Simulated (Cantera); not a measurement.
A Cantera script and what it prints.

```python
import numpy as np
import cantera as ct

gas_names = """
    Fe H H2 H2S N NH NH2 NH3 N2 N2H2 N2H4 S SH SN S2 S8
""".split()
cond_names = """
    Fe(a) Fe(c) Fe(d) Fe(L) FeS(a) FeS(b) FeS(c) FeS(L) FeS2(s) S(cr1) S(cr2) S(L)
""".split()


def load(file, names, dense=False):
    # The tables refer to 1 bar. Condensed volumes are neglected.
    table = {s.name: s for s in ct.Species.list_from_file(file)}
    out = []
    for n in names:
        d = dict(table[n].input_data)
        d["thermo"] = dict(d["thermo"], **{"reference-pressure": 1e5})
        if dense:
            d["equation-of-state"] = {"model": "constant-volume", "density": "1e6 g/cm^3"}
        out.append(ct.Species.from_dict(d))
    return out


gas = ct.Solution(thermo="ideal-gas", species=load("nasa_gas.yaml", gas_names))
cond = {s.name: ct.Solution(thermo="fixed-stoichiometry", species=[s], name=s.name)
        for s in load("nasa_condensed.yaml", cond_names, dense=True)}
atoms = {
    'FeS2': {'Fe': 1, 'S': 2},
    'H2': {'H': 2},
    'N2': {'N': 2},
}
top_T = {'FeS2(s)': 1010}  # K; cautious upper limits of use, not melting points


def equilibrate(T, P, feed):
    n = {}
    for name, mol in feed.items():
        for a, k in atoms[name].items():
            n[a] = n.get(a, 0.0) + k * mol
    gas.TPX = T, P, n
    mass = sum(n.values()) * gas.mean_molecular_weight
    gas.equilibrate("TP")
    valid = [c for c in cond.values() if c.min_temp <= T <= top_T.get(c.name, c.max_temp)]
    mix = ct.Mixture([(gas, mass / gas.mean_molecular_weight)] + [(c, 0.0) for c in valid])
    mix.T, mix.P = T, P
    mix.equilibrate("TP", solver="vcs", rtol=1e-11, max_steps=5000)
    return mix


results = []
T = 2100  # K
P = 101325  # Pa
for m in [0.99, 1.4, 1.9, 2.6, 3.6, 5, 7, 9.6, 13, 18, 26, 35, 49]:
    feed = {'FeS2': 1, 'H2': 2, 'N2': m}  # mol
    mix = equilibrate(T, P, feed)
    results.append((T, P, feed, dict(zip(mix.species_names, mix.species_moles))))

top = {s: max(r[3][s] / sum(r[3][g] for g in gas_names) for r in results) for s in gas_names}
cols = sorted((s for s in top if top[s] > 0.001), key=lambda s: -top[s])[:8]
seen = [c for c in cond_names if any(r[3].get(c, 0) > 1e-12 for r in results)]
print("log10 of partial pressures in bar; condensed amounts in mol")
print(f"{'n(N2)':>10s}" + "".join(f"{s[:9]:>10s}" for s in cols + seen))
for T, P, feed, n in results:
    ng = sum(n[g] for g in gas_names)
    print(f"{feed['N2']:10.4g}" + "".join(f"{np.log10(max(n[s] / ng * P / 1e5, 1e-99)):10.3f}" for s in cols)
          + "".join(f"{n.get(c, 0):10.4g}" for c in seen))
```

Result:

```
log10 of partial pressures in bar; condensed amounts in mol
     n(N2)        N2        H2        S2       H2S        SH         H         S    FeS(L)
      0.99    -0.527    -0.288    -0.992    -1.126    -1.694    -2.651    -2.723    0.9991
       1.4    -0.427    -0.336    -1.036    -1.196    -1.740    -2.675    -2.745     0.999
       1.9    -0.349    -0.388    -1.084    -1.272    -1.790    -2.701    -2.769    0.9988
       2.6    -0.279    -0.451    -1.143    -1.364    -1.851    -2.732    -2.798    0.9985
       3.6    -0.217    -0.528    -1.214    -1.476    -1.925    -2.770    -2.834     0.998
         5    -0.166    -0.615    -1.297    -1.605    -2.010    -2.814    -2.875    0.9973
         7    -0.124    -0.716    -1.392    -1.753    -2.108    -2.864    -2.922    0.9962
       9.6    -0.093    -0.818    -1.489    -1.904    -2.208    -2.915    -2.971    0.9946
        13    -0.070    -0.923    -1.589    -2.059    -2.310    -2.968    -3.021    0.9922
        18    -0.050    -1.042    -1.703    -2.235    -2.426    -3.027    -3.078    0.9883
        26    -0.034    -1.182    -1.836    -2.442    -2.563    -3.098    -3.145     0.981
        35    -0.025    -1.299    -1.947    -2.614    -2.677    -3.156    -3.200    0.9715
        49    -0.016    -1.435    -2.073    -2.813    -2.808    -3.224    -3.263    0.9548
```

Method: chemical equilibrium by Gibbs-energy minimisation in Cantera with the NASA 1993 tables (ideal gas, pure condensed phases). FeS: taken at fixed stoichiometry.
